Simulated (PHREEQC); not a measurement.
Solution (25 °C and 100 atm): 0.0046 mol/kgw KHCO3 and 0.0027 mol/kgw Na2CO3. Closed to the air; pH follows from the charge balance.

Equilibrium calculation in PHREEQC: Pitzer model, pitzer.dat.

Task: The ionic strength comes out as 0.0126 mol/kgw. What activity coefficients do K+, OH-, HCO3-, CO3-2, Na+ get?

Result: K+ 0.89, OH- 0.89, HCO3- 0.92, CO3-2 0.63, Na+ 0.91. Single-ion values are on the MacInnes scale.

This is a speciation only: nothing precipitates in the calculation. Under pressure, the constants of complexes without a molar volume in the database are unreliable.
